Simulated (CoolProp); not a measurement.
Saturated liquid density (kg/m³) of R142b: the reference equation beside estimates from Tc = 410.3 K, pc = 4.055 MPa, ω = 0.232. Rackett uses Z = 0.29056 − 0.08775 ω.

Values from CoolProp's reference Helmholtz-energy equation of state, Lemmon 2006. It is a short technical equation, of lower accuracy than the large ones.

| T (K) | reference | Rackett | van der Waals | Soave-Redlich-Kwong | Peng-Robinson |
|---|---|---|---|---|---|
| 220.7 | 1287 | 1263 | 766.2 | 1159 | 1305 |
| 233.9 | 1259 | 1236 | 751.0 | 1136 | 1281 |
| 247.1 | 1230 | 1208 | 735.2 | 1111 | 1254 |
| 260.4 | 1201 | 1180 | 718.5 | 1085 | 1226 |
| 273.6 | 1171 | 1150 | 700.9 | 1056 | 1195 |
| 286.9 | 1139 | 1119 | 682.3 | 1025 | 1161 |
| 300.1 | 1106 | 1086 | 662.6 | 991.5 | 1124 |
| 313.3 | 1072 | 1052 | 641.5 | 954.7 | 1083 |
| 326.6 | 1034 | 1015 | 618.6 | 914.0 | 1037 |
| 339.8 | 994.3 | 975.2 | 593.8 | 869.0 | 986.4 |
| 353.1 | 950.0 | 931.5 | 566.3 | 818.1 | 928.2 |
| 366.3 | 900.4 | 882.6 | 535.4 | 760.2 | 861.4 |
| 379.5 | 842.1 | 825.4 | 499.4 | 692.0 | 781.8 |
| 392.8 | 767.2 | 751.9 | 454.0 | 605.9 | 680.4 |

Absolute difference from the reference over all 14 rows, mean and median: Rackett 1.9 and 1.9 %, van der Waals 40.3 and 40.3 %, Soave-Redlich-Kwong 12.3 and 10.6 %, Peng-Robinson 2.9 and 1.9 %.
